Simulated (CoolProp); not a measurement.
Model: reference Helmholtz-energy equation of state, Gao 2016, in CoolProp.

Task: For sulfur dioxide, give the phase and the density (kg/m³), isothermal compressibility (1/MPa), expansivity (1/kK), fugacity coefficient at 211.55 °C and 5 MPa; 211.55 °C and 22.5 MPa; 211.55 °C and 32.5 MPa.

Result: 
- 211.55 °C and 5 MPa: gas; density 94.4, isothermal compressibility 0.241, expansivity 3.71, fugacity coefficient 0.860
- 211.55 °C and 22.5 MPa: supercritical; density 770, isothermal compressibility 0.0251, expansivity 6.69, fugacity coefficient 0.487
- 211.55 °C and 32.5 MPa: supercritical; density 900, isothermal compressibility 0.0102, expansivity 3.87, fugacity coefficient 0.407
